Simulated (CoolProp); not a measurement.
n-heptane along the isotherm 548.9 K: Z from the reference equation and from simpler models built on Tc = 541.2 K, pc = 2.774 MPa, ω = 0.349; each cubic takes its own stable root.

The numbers come from the reference Helmholtz-energy equation of state, Span 2003 in CoolProp. It is a short technical equation, of lower accuracy than the large ones.

```
p (MPa)          phase  reference  van der Waals  Redlich-Kwong  Soave-Redlich-Kwong  Peng-Robinson
-------  -------------  ---------  -------------  -------------  -------------------  -------------
0.0132             gas     0.9984         0.9986         0.9984               0.9985         0.9983
0.0193             gas     0.9977         0.9980         0.9977               0.9977         0.9975
0.0283             gas     0.9966         0.9971         0.9967               0.9967         0.9963
0.0416             gas     0.9950         0.9957         0.9951               0.9951         0.9946
0.0611             gas     0.9926         0.9936         0.9928               0.9928         0.9920
0.0896             gas     0.9892         0.9907         0.9894               0.9895         0.9882
0.132              gas     0.9840         0.9862         0.9843               0.9844         0.9826
0.193              gas     0.9765         0.9797         0.9769               0.9771         0.9745
0.283              gas     0.9652              ?         0.9659               0.9662         0.9624
0.416              gas          ?         0.9553         0.9494               0.9498         0.9443
0.611              gas          ?         0.9331         0.9244               0.9252         0.9170
0.896              gas     0.8823              ?         0.8863                    ?              ?
1.32               gas     0.8172         0.8433         0.8249               0.8270         0.8102
1.93               gas          ?         0.7479              ?               0.7263         0.7030
2.83     supercritical     0.4524         0.4957         0.4779               0.4973         0.4689
4.16     supercritical     0.2487         0.3544         0.2999               0.3054         0.2769
```

**Question.** What belongs in the gaps?

**Answer.** 
- 0.283, van der Waals: 0.9700
- 0.416, reference: 0.9481
- 0.611, reference: 0.9223
- 0.896, van der Waals: 0.8990
- 0.896, Soave-Redlich-Kwong: 0.8875
- 0.896, Peng-Robinson: 0.8757
- 1.93, reference: 0.7062
- 1.93, Redlich-Kwong: 0.7224
